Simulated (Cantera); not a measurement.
Standard-state values (1 bar) from the NASA 1993 polynomials, evaluated with Cantera. Values are per mole of reaction as written; species without (g) are pure solids or liquids, kept so even where they would boil at 1 bar. VN: taken at fixed stoichiometry.

6 NO2(g) + 2 VN ⇌ V2O4 + 8 NO(g)

| T (K) | ΔH° (kJ) | ΔS° (J/K) | ΔG° (kJ) | log10 K |
|---|---|---|---|---|
| 475 | ? | ? | ? | ? |
| 625 | ? | ? | ? | ? |
| 775 | ? | ? | ? | ? |
| 925 | ? | ? | ? | ? |
| 1075 | -441.0 | 337.1 | -803.4 | 39.04 |
| 1225 | -440.2 | 337.9 | -854.1 | 36.42 |

### Question
Some entries are withheld; supply them.

### Answer

- 475, ΔH° (kJ): -450.7
- 475, ΔS° (J/K): 322.4
- 475, ΔG° (kJ): -603.8
- 475, log10 K: 66.40
- 625, ΔH° (kJ): -446.4
- 625, ΔS° (J/K): 330.2
- 625, ΔG° (kJ): -652.8
- 625, log10 K: 54.56
- 775, ΔH° (kJ): -443.9
- 775, ΔS° (J/K): 334.0
- 775, ΔG° (kJ): -702.7
- 775, log10 K: 47.36
- 925, ΔH° (kJ): -442.2
- 925, ΔS° (J/K): 336.0
- 925, ΔG° (kJ): -752.9
- 925, log10 K: 42.52
